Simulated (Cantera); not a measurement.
Feed: 1 mol AlN, 0.44 mol N2, at 0.100 bar.

Method: chemical equilibrium by Gibbs-energy minimisation in Cantera with the NASA 1993 tables (ideal gas, pure condensed phases). Candidate condensed phases: Al, AlN; 5 gas species. The numbers say what is thermodynamically allowed, not how fast it happens.

**Question.** Which condensed phases are stable at each of these points (T (K)): 1600, 1750, 1900, 2050, 2200, 2350, 2500, 2650, 2800?

**Answer.** 
```tsv
T (K)	condensed phases	Al condensed (%)
1600	AlN(s)	100.0
1750	AlN(s)	100.0
1900	AlN(s)	100.0
2050	AlN(s)	99.9
2200	AlN(s)	99.1
2350	AlN(s)	87.1
2500	gas only	0.0
2650	gas only	0.0
2800	gas only	0.0
```

From 1600 K to 2350 K the condensed part is AlN(s). From 2500 K to 2800 K nothing is condensed.
